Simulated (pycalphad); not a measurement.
Effect of Mn content in Al-Si-Mn

Computed with pycalphad from the COST 507 light-alloy database (1999), at 1 atm. The data set is of 1999 and partly superseded. Phase fractions are per mole of atoms.

| alloy | liquidus (°C) | first solid | solidus (°C) | phases at 697 °C |
|---|---|---|---|---|
| Al-7.89Si-14.47Mn (wt.%) | 860 | ALMNSI_BETA | 576 | liquid 0.60, ALMNSI_ALPHA 0.40 |
| Al-7.7Si-18.84Mn (wt.%) | ___ | ALMNSI_BETA | 576 | ___ |
| Al-7.349Si-26.96Mn (wt.%) | 936 | ALMNSI_BETA | 650 | ALMNSI_ALPHA 0.81, liquid 0.14, ALMNSI_BETA 0.05 |
| Al-7.027Si-34.39Mn (wt.%) | 953 | ALMNSI_BETA | 700 | ALMNSI_BETA 0.55, ALMNSI_ALPHA 0.45 |

Q: Some entries are withheld; supply them.

A: 
- Al-7.7Si-18.84Mn (wt.%), liquidus (°C): 894
- Al-7.7Si-18.84Mn (wt.%), phases at 697 °C: ALMNSI_ALPHA 0.56, liquid 0.44

Database names, with the compositions (at.%) that they take in these runs: ALMNSI_BETA: Al 65-71 Mn 23 Si 6-12; ALMNSI_ALPHA: Al 70-73 Mn 17 Si 9-13.
